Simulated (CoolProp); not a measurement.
Sulfur hexafluoride along the isobar 47.3 bar: Z from the reference equation and from simpler models built on Tc = 45.6 °C, pc = 37.55 bar, ω = 0.210; each cubic takes its own stable root.

Computed with CoolProp (reference Helmholtz-energy equation of state, Guder 2009).

```json
[
 {"T (°C)": "31.25", "phase": "liquid", "reference": "0.2006"},
 {"T (°C)": "52.55", "phase": "supercritical", "reference": "0.2594"},
 {"T (°C)": "73.75", "phase": "supercritical", "reference": "0.5814"},
 {"T (°C)": "95.05", "phase": "supercritical", "reference": "0.7019"},
 {"T (°C)": "116.25", "phase": "supercritical", "reference": "0.7732"},
 {"T (°C)": "137.45", "phase": "supercritical", "reference": "0.8226"},
 {"T (°C)": "158.75", "phase": "supercritical", "reference": "0.8594"},
 {"T (°C)": "179.95", "phase": "supercritical", "reference": "0.8877"},
 {"T (°C)": "201.25", "phase": "supercritical", "reference": "0.9101"},
 {"T (°C)": "222.45", "phase": "supercritical", "reference": "0.9281"},
 {"T (°C)": "243.75", "phase": "supercritical", "reference": "0.9428"},
 {"T (°C)": "264.95", "phase": "supercritical", "reference": "0.9550"},
 {"T (°C)": "286.15", "phase": "supercritical", "reference": "0.9651"},
 {"T (°C)": "307.45", "phase": "supercritical", "reference": "0.9736"},
 {"T (°C)": "328.65", "phase": "supercritical", "reference": "0.9807"},
 {"T (°C)": "349.95", "phase": "supercritical", "reference": "0.9868"}
]
```

Task: How far does each simpler model (van der Waals, Redlich-Kwong, Soave-Redlich-Kwong, Peng-Robinson) lie from the reference over these 16 states: mean and median of the absolute difference, and the worst?

Result: 
- van der Waals: mean 9.5 %, median 5.4 %, worst +46.7 % at 31.25 °C and 47.3 bar
- Redlich-Kwong: mean 4.6 %, median 3.1 %, worst +15.1 % at 52.55 °C and 47.3 bar
- Soave-Redlich-Kwong: mean 3.0 %, median 1.2 %, worst +19.5 % at 52.55 °C and 47.3 bar
- Peng-Robinson: mean 2.1 %, median 1.4 %, worst +9.8 % at 52.55 °C and 47.3 bar
